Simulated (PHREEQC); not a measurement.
Dissolve 0.0021 mol NaHSO4 per kg of water at 25 °C. Closed to the air; pH follows from the charge balance.

Computed with PHREEQC (ion-association model, phreeqc.dat).

Precipitation was switched off in this run.

### Question
What pH, ionic strength does the model give?

### Answer
pH 2.76; ionic strength 0.00578 mol/kgw.

### Question
In which forms is S present?

### Answer
SO4-2 88 %, HSO4- 12 %, NaSO4- 0.7 % of the S.

Species that the database lacks are ignored.
